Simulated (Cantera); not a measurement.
An isothermal plug-flow reactor at 925 K and 0.250 bar (inlet), inlet velocity 0.74 m/s, active area per volume 320 1/m; feed CH4 : O2 : N2 : H2O = 0.003 : 0.011 : 0.79 : 0.0088 (molar parts), equivalence ratio 0.55.

Model: Deutschmann's 1995 Pt surface mechanism with GRI-Mech 3.0 gas chemistry, integrated in Cantera. Catalytic surfaces can have several steady states; this one follows from the mechanism file's or the stated starting coverage. Mass transfer to the wall is taken as infinitely fast.

x: gas mole fraction; θ: surface coverage.

```tsv
z (m)	x CH4	x O2	x H2O	x CO2	x CO	θ free Pt	θ O*	θ OH*
0.00018	0.00364	0.0134	0.0109	4.60e-5	___	0.295	0.703	0.00143
0.00031	0.00361	0.0134	0.0110	8.01e-5	1.87e-6	0.295	0.703	0.00143
0.00056	0.00354	0.0132	0.0111	0.000145	1.88e-6	0.296	0.703	0.00144
0.00099	0.00343	0.0130	0.0113	0.000255	1.83e-6	0.297	0.702	0.00146
0.0018	0.00323	0.0126	0.0117	0.000454	1.73e-6	0.298	0.700	0.00148
0.0031	0.00293	0.0120	0.0123	0.000755	___	0.301	0.698	0.00152
0.0056	0.00242	0.0110	0.0134	0.00127	___	0.305	0.693	0.00159
0.0099	0.00171	0.00958	0.0148	0.00198	___	0.312	0.686	0.00168
0.018	0.000855	0.00787	0.0165	0.00283	___	0.322	0.677	0.00179
```

Fill in the missing entries.


- 0.00018, x CO: 1.72e-6
- 0.0031, x CO: 1.58e-6
- 0.0056, x CO: 1.32e-6
- 0.0099, x CO: 9.47e-7
- 0.018, x CO: 4.84e-7
